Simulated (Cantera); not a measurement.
A perfectly stirred reactor is fed with C3H8 : O2 : N2 = 1 : 12.2 : 45.9 (molar parts), equivalence ratio 0.41, at 5030 Torr; it is adiabatic with a 725 K inlet, and is followed from long to short residence time, starting on the burning branch (τ in s: 0.21, 0.078, 0.029, 0.011, 0.0041, 0.0015, 0.00058, 0.00022, 8.2e-05, 3.1e-05).

Cantera simulation using GRI-Mech 3.0 (53 species, 325 reactions); the numbers are that mechanism's predictions, not measurements. GRI-Mech 3.0 was tuned for natural gas; its chemistry of propane as a main component is partial and can be far from experiment.

Task: Predict: blow-out, bracketed by the residence times tried; x(C3H8) at τ = 0.210 s; x(O2) at τ = 0.210 s; x(HO2) at τ = 0.210 s; x(NO) at τ = 0.210 s; x(C3H8) at τ = 1.50 ms; x(O2) at τ = 1.50 ms; x(C2H) at τ = 1.50 ms; x(HO2) at τ = 1.50 ms; x(NO) at τ = 1.50 ms.

Result: 
| Item | Result |
|---|---|
| blow-out, bracketed by the residence times tried | burning at 0.220 ms, out at 82.0 µs |
| x(C3H8) at τ = 0.210 s | 3.55e-7 |
| x(O2) at τ = 0.210 s | 0.120 |
| x(HO2) at τ = 0.210 s | 9.67e-7 |
| x(NO) at τ = 0.210 s | 6.50e-6 |
| x(C3H8) at τ = 1.50 ms | 1.45e-5 |
| x(O2) at τ = 1.50 ms | 0.121 |
| x(C2H) at τ = 1.50 ms | 1.93e-9 |
| x(HO2) at τ = 1.50 ms | 1.94e-5 |
| x(NO) at τ = 1.50 ms | 3.30e-6 |
